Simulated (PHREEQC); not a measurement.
Synthetic water in mg/kgw, 80 °C, pH 5.7, pe 10.6: Na 0.195; K 0.0112; Ca 0.284; Mg 0.0133; Cl 0.594; S(6) as SO4 0.0237; Alkalinity as HCO3 0.433; Pb 0.00636; Sr 0.000864; B 0.000104.

Valence states are taken as typed.

Equilibrium calculation in PHREEQC: ion-association model, phreeqc.dat.

Each row changes one thing in this solution. No solid was allowed to form.

```csv
case,CO2 (mol/kgw),HCO3- (mol/kgw),CO3-2 (mol/kgw),PbOH+ (mol/kgw),HSO4- (mol/kgw),MgOH+ (mol/kgw),SI of Pb(OH)2 (Pb(OH)2),SI of Cerussite (PbCO3)
as made,3.87e-5,8.97e-6,3.45e-10,2.86e-10,1.91e-10,6.44e-11,-2.69,-4.44
all concentrations times 3 at the same typed pH,___,2.32e-5,9.04e-10,8.27e-10,5.62e-10,1.90e-10,___,___
pH from 5.7 to 6.2 at the same alkalinity,___,7.32e-6,8.88e-10,8.81e-10,___,2.04e-10,-1.70,-4.04
pH from 5.7 to 5.5 at the same alkalinity,6.97e-5,1.02e-5,2.47e-10,1.81e-10,3.03e-10,4.06e-11,-3.09,-4.58
```

Some entries are withheld; supply them.


- all concentrations times 3 at the same typed pH, CO2 (mol/kgw): 9.95e-5
- all concentrations times 3 at the same typed pH, SI of Pb(OH)2 (Pb(OH)2): -2.23
- all concentrations times 3 at the same typed pH, SI of Cerussite (PbCO3): -3.57
- pH from 5.7 to 6.2 at the same alkalinity, CO2 (mol/kgw): 9.98e-6
- pH from 5.7 to 6.2 at the same alkalinity, HSO4- (mol/kgw): 6.05e-11

At this temperature some constants are extrapolated from 25 °C, and those without enthalpy data are left unchanged.
